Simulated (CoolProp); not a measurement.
R11 at 293.15 K and 0.00978 MPa is throttled through a valve to 0.00222 MPa with no heat exchange. Each further row changes one setting.

Model: reference Helmholtz-energy equation of state, Jacobsen 1992, in CoolProp.

| case | temperature change (K) | final density (kg/m³) |
|---|---|---|
| as stated | -0.3 | (withheld) |
| outlet pressure 0.000666 MPa | -0.4 | (withheld) |
| outlet pressure 0.00289 MPa | -0.3 | (withheld) |

Q: Fill in the missing entries.

A: 
- as stated, final density (kg/m³): 0.125
- outlet pressure 0.000666 MPa, final density (kg/m³): 0.0376
- outlet pressure 0.00289 MPa, final density (kg/m³): 0.163
